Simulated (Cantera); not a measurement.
Input: 1 mol SF6, 1.6 mol H2, 19 mol N2, equilibrated at 22500 Torr.

These are equilibrium values from Cantera (NASA tables, ideal gas, pure condensed phases), not measurements of a reactor. Candidate condensed phases: S; 35 gas species. The tables' values for SF3, S2F2 (SSF2), FS2F (FSSF) are old estimates; treat these amounts as uncertain. Equilibrium is a limit: real reactors are often held back by kinetics, nucleation or transport. All values below are at 2000 °C.

Base state: N2 0.806, HF 0.136, SF2 0.0269, F 0.0161, SF3 0.00833, SF4 0.00556, SF 0.000586, S2F2 (SSF2) 0.000499 (mole fractions); condensed: gas only.

Task: What changes in the equilibrium state with this change: pressure from 22500 Torr to 1.00 Torr?

Result: 
```json
[
 {"species": "N2", "before": "0.806", "after": "0.735"},
 {"species": "HF", "before": "0.136", "after": "0.124"},
 {"species": "F", "before": "0.0161", "after": "0.108"},
 {"species": "S", "before": "8.57e-6", "after": "0.0287"},
 {"species": "SF2", "before": "0.0269", "after": "7.92e-6"},
 {"species": "SF3", "before": "0.00833", "after": "<1e-9"},
 {"species": "SF4", "before": "0.00556", "after": "<1e-9"},
 {"species": "S2F2 (SSF2)", "before": "0.000499", "after": "2.19e-8"},
 {"species": "FS2F (FSSF)", "before": "2.22e-5", "after": "<1e-9"},
 {"species": "H", "before": "2.16e-8", "after": "6.63e-5"}
]
```

Task: What changes in the equilibrium state with this change: N2 from 19 to 8.3 mol?

Result: 
| species | before | after |
|---|---|---|
| N2 | 0.806 | 0.651 |
| HF | 0.136 | 0.251 |
| SF2 | 0.0269 | 0.0445 |
| SF4 | 0.00556 | 0.0141 |
| SF3 | 0.00833 | 0.0171 |
| F | 0.0161 | 0.0200 |
| H2F2 | 3.68e-6 | 1.26e-5 |
| FS2F (FSSF) | 2.22e-5 | 3.97e-5 |
| S2F2 (SSF2) | 0.000499 | 0.000891 |
| F2 | 1.07e-5 | 1.65e-5 |
